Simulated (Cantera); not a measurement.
**SiH₄ + CH₄ + H₂ (silicon carbide growth)**

Charge: 1 mol SiH₄, 2.4 mol CH₄, 1.5 mol H₂, held at 2400 K and 1.10 mbar.

Equilibrium computed with Cantera from the NASA thermochemical tables; the gas is ideal and each condensed phase is pure. Candidate condensed phases: C, C₆H₆, C₇H₈, C₈H₁₈, Si, SiC; 87 gas species. Gases not in the tables: Si₂H₆ and higher silanes. The numbers say what is thermodynamically allowed, not how fast it happens.

```
Quantity                              Value
--------------------------------  ---------
x(H₂)                                 0.552
x(H)                                  0.356
x(Si)                                0.0712
x(SiC₂)                              0.0137
x(C₂H₂ (acetylene))                 0.00385
x(Si₂C)                             0.00149
x(SiH)                             0.000543
x(C₂H)                             0.000143
x(C₃)                               8.92e-5
n(C(graphite))                     1.98 mol
gas amount                        11.29 mol
log10 activity of Si(l) (absent)      -1.44
```
